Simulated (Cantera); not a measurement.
Cantera run:

```python
import numpy as np
import cantera as ct

gas_names = """
    F F2 H HF H2 H2F2 H3F3 H4F4 H5F5 H6F6 H7F7 N NF NF2 NF3 NH NH2 NH3 N2 N2H2 N2H4 Si SiF SiF2 SiF3
    SiF4 SiH SiHF3 SiH2 SiH2F2 SiH3 SiH3F SiH4 SiN Si2 Si2N Si3
""".split()
cond_names = """
    Si(cr) Si(L) Si3N4(a)
""".split()


# ... load() reads the species with a 1 bar reference pressure and builds the phases ...
atoms = {
    'Si3N4': {'Si': 3, 'N': 4},
    'HF': {'H': 1, 'F': 1},
    'N2': {'N': 2},
}
top_T = {'Si3N4(a)': 2400}  # K; cautious upper limits of use, not melting points


# ... equilibrate(T, P, feed) seeds the gas with the atoms and calls Mixture.equilibrate('TP', solver="vcs", rtol=1e-11, max_steps=5000) ...
results = []
T = 1223  # K
P = 133.322  # Pa
for m in [3.5, 4.4, 5.4, 6.7, 8.3, 10, 13, 16, 20, 24, 30, 37, 46]:
    feed = {'Si3N4': 1, 'HF': m, 'N2': 32}  # mol
    mix = equilibrate(T, P, feed)
    results.append((T, P, feed, dict(zip(mix.species_names, mix.species_moles))))

top = {s: max(r[3][s] / sum(r[3][g] for g in gas_names) for r in results) for s in gas_names}
cols = sorted((s for s in top if top[s] > 1e-06), key=lambda s: -top[s])[:5]
seen = [c for c in cond_names if any(r[3].get(c, 0) > 1e-12 for r in results)]
print("log10 of partial pressures in bar; condensed amounts in mol")
print(f"{'n(HF)':>10s}" + "".join(f"{s[:9]:>10s}" for s in cols + seen))
for T, P, feed, n in results:
    ng = sum(n[g] for g in gas_names)
    print(f"{feed['HF']:10.4g}" + "".join(f"{np.log10(max(n[s] / ng * P / 1e5, 1e-99)):10.3f}" for s in cols)
          + "".join(f"{n.get(c, 0):10.4g}" for c in seen))
```

Result:

```
log10 of partial pressures in bar; condensed amounts in mol
     n(HF)        N2        HF        H2      SiF4      SiF3  Si3N4(a)
       3.5    -2.909    -5.934    -4.183    -4.492    -6.116     0.709
       4.4    -2.917    -5.869    -4.093    -4.402    -6.047     0.634
       5.4    -2.926    -5.811    -4.015    -4.324    -5.987    0.5508
       6.7    -2.937    -5.753    -3.935    -4.244    -5.925    0.4425
       8.3    -2.950    -5.698    -3.859    -4.167    -5.865    0.3093
        10    -2.963    -5.652    -3.794    -4.102    -5.814    0.1677
        13    -2.987    -4.516    -3.741    -4.042    -6.863         0
        16    -3.016    -3.945    -3.769    -4.070    -7.476         0
        20    -3.051    -3.680    -3.805    -4.106    -7.795         0
        24    -3.084    -3.536    -3.837    -4.138    -7.987         0
        30    -3.129    -3.405    -3.882    -4.183    -8.186         0
        37    -3.176    -3.310    -3.929    -4.231    -8.352         0
        46    -3.230    -3.230    -3.983    -4.284    -8.513         0
```

Method: chemical equilibrium by Gibbs-energy minimisation in Cantera with the NASA 1993 tables (ideal gas, pure condensed phases). The tables' values for SiF3, SiF2 are old estimates; treat these amounts as uncertain.
